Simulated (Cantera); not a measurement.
A closed system holds: 1 mol Si, 1.2 mol HCl, 13 mol H2, held at 1298 K and 900 Torr.

Equilibrium computed with Cantera from the NASA thermochemical tables; the gas is ideal and each condensed phase is pure. Candidate condensed phases: Si; 19 gas species. The tables' values for SiCl3 are old estimates; treat these amounts as uncertain. Rates play no part.

Base state: H2 0.947, HCl 0.0362, SiHCl3 0.00549, SiCl4 0.00464, SiCl2 0.00368, SiCl3 0.00169, SiH2Cl2 0.000914, SiH3Cl 4.27e-5 (mole fractions); condensed: Si(s).

What changes in the equilibrium state with this change: H2 from 13 to 1 mol?


```csv
species,before,after
H2,0.947,0.770
SiCl4,0.00464,0.0850
HCl,0.0362,0.0675
SiHCl3,0.00549,0.0438
SiCl3,0.00169,0.0150
SiCl2,0.00368,0.0157
SiH2Cl2,0.000914,0.00318
SiH3Cl,4.27e-5,6.47e-5
"Si(s), mol",0.769,0.686
```

What changes in the equilibrium state with this change: temperature from 1298 K to 1650 K?


```csv
species,before,after
H2,0.947,0.930
HCl,0.0362,0.0562
SiCl2,0.00368,0.0121
H,9.52e-7,8.00e-5
SiCl4,0.00464,0.000117
SiHCl3,0.00549,0.000325
SiH2Cl2,0.000914,0.000154
SiCl3,0.00169,0.000802
"Si(s), mol",0.769,0.808
```
